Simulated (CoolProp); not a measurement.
Properties of ammonia at several states.

Values from CoolProp's reference Helmholtz-energy equation of state, Gao 2020.

```json
[
 {"T (K)": "381.4", "p (MPa)": "25.3", "phase": "liquid", "conductivity (mW/(m K))": "331", "Prandtl number": "1.19"},
 {"T (K)": "456.9", "p (MPa)": "0.0186", "phase": "gas", "conductivity (mW/(m K))": "(withheld)", "Prandtl number": "0.838"},
 {"T (K)": "626.6", "p (MPa)": "7.24", "phase": "gas", "conductivity (mW/(m K))": "(withheld)", "Prandtl number": "(withheld)"},
 {"T (K)": "527", "p (MPa)": "38.6", "phase": "supercritical", "conductivity (mW/(m K))": "(withheld)", "Prandtl number": "(withheld)"},
 {"T (K)": "268.4", "p (MPa)": "1.6", "phase": "liquid", "conductivity (mW/(m K))": "576", "Prandtl number": "(withheld)"},
 {"T (K)": "646.5", "p (MPa)": "0.564", "phase": "gas", "conductivity (mW/(m K))": "74.5", "Prandtl number": "(withheld)"}
]
```

Problem. Fill in the missing entries.

Solution. 
- 456.9, conductivity (mW/(m K)): 46.0
- 626.6, conductivity (mW/(m K)): 76.7
- 626.6, Prandtl number: 0.883
- 527, conductivity (mW/(m K)): 147
- 527, Prandtl number: 1.24
- 268.4, Prandtl number: 1.43
- 646.5, Prandtl number: 0.864

Viscosity comes from a separate model (Fenghour 1995). Thermal conductivity comes from a separate model (Tufeu 1984).
